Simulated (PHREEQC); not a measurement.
Dissolve 0.0015 mol/kgw KH2PO4, 0.00077 mol/kgw KOH and 3.4e-05 mol/kgw KCl at 25 °C. Closed to the air; pH follows from the charge balance.

Equilibrium calculation in PHREEQC: ion-association model, wateq4f.dat.

Question: The ionic strength comes out as 0.00307 mol/kgw. What activity coefficients do KHPO4-, H2PO4-, K+, Cl-, HPO4-2 get?

Answer: KHPO4- 0.94, H2PO4- 0.94, K+ 0.94, Cl- 0.94, HPO4-2 0.79.

This is a speciation only: nothing precipitates in the calculation. H3PO4, which wateq4f.dat lacks, is added to it with the constant of phreeqc.dat.
